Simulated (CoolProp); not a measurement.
Properties of methane along the isobar 62.3 bar (Tc = 190.6 K, pc = 45.99 bar, ω = 0.011).

The numbers come from the reference Helmholtz-energy equation of state, Setzmann 1991 in CoolProp.

```tsv
T (K)	phase	density (kg/m³)	expansivity (1/kK)	viscosity (µPa s)
116	liquid	421.9	?	114
127.8	liquid	404.9	?	90.9
139.6	liquid	386.6	4.176	74.3
151.4	liquid	366.6	4.912	?
163.3	liquid	?	6.104	50.6
175.1	liquid	316.0	8.332	41.0
186.9	liquid	278.5	14.23	31.6
198.7	supercritical	201.2	59.63	19.8
```

Q: Some entries are withheld; supply them.

A: 
- 116, expansivity (1/kK): 3.307
- 127.8, expansivity (1/kK): 3.672
- 151.4, viscosity (µPa s): 61.4
- 163.3, density (kg/m³): 343.5

Viscosity comes from a separate model (Quiñones-Cisneros 2006).
